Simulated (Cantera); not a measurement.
Feed: 1 mol SiHCl₃, 0.83 mol HCl, 20 mol H₂, at 5.60 mbar.

Method: chemical equilibrium by Gibbs-energy minimisation in Cantera with the NASA 1993 tables (ideal gas, pure condensed phases). Candidate condensed phases: Si; 19 gas species. The tables' values for SiCl₃ are old estimates; treat these amounts as uncertain. Equilibrium is a limit: real reactors are often held back by kinetics, nucleation or transport. All values below are at 1398 K.

Base state: H₂ 0.868, HCl 0.0978, SiCl₂ 0.0325, SiCl₃ 0.00129, SiCl₄ 0.000218, SiHCl₃ 0.000136, H 5.89e-5, SiH₂Cl₂ 1.27e-5 (mole fractions); condensed: Si(s).

Question: What changes in the equilibrium state with this change: pressure from 5.60 mbar to 1.10 bar?

Answer: 
```json
[
 {"species": "H₂", "before": "0.868", "after": "0.896"},
 {"species": "HCl", "before": "0.0978", "after": "0.0662"},
 {"species": "SiCl₂", "before": "0.0325", "after": "0.0144"},
 {"species": "SiH₃Cl", "before": "3.42e-7", "after": "4.70e-5"},
 {"species": "SiH₂Cl₂", "before": "1.27e-5", "after": "0.00115"},
 {"species": "Si(s), mol", "before": "0.222", "after": "0.163"}
]
```
